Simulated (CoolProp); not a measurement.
The fluid at 298.15 K and 14 MPa (liquid) is heated at constant pressure to 437.9 K. The same conditions are run with several fluids, on thermodynamics alone (safety and materials aside).

Computed with CoolProp (reference Helmholtz-energy equation of state of each fluid (nitrous oxide: Lemmon 2006; cyclopentane: Gedanitz 2015; cyclopropane: Polt 1992; trans-2-butene: Lemmon 2005; isobutane: Bücker 2006)). The equations of Platzer and Polt are older, rougher fits.

Task: Rank nitrous oxide, cyclopentane, cyclopropane, trans-2-butene, isobutane by heat (kJ/kg), highest first.

Result: cyclopropane (388), isobutane (378), trans-2-butene (359), nitrous oxide (320), cyclopentane (297)

```
fluid             final phase  final density (kg/m³)
--------------  -------------  ---------------------
nitrous oxide   supercritical                    208
cyclopentane           liquid                    614
cyclopropane    supercritical                    388
trans-2-butene  supercritical                    450
isobutane       supercritical                    407
```
